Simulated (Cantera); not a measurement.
An isothermal, constant-pressure homogeneous reactor starts with 0.681 % CO, 1.85 % O2, 0.204 % H2O, 97.3 % N2, at 1200 K and 3.26 atm.

Model: GRI-Mech 3.0 (53 species, 325 reactions), integrated in Cantera.

One state of this run: x CO = 0.00480; x O2 = 0.0175; x H2O = 0.00203; x NO2 = 5.20e-10; x H2O2 = 1.45e-7; x H2 = 1.15e-5; x OH = 6.63e-6. x: mole fraction; the columns are a selection and need not sum to one.

Task: Which value of t (s) does it belong to?
(A) 2.00
(B) 0.00894
(C) 0.134
(D) 4.00e-5

Result: B, 0.00894
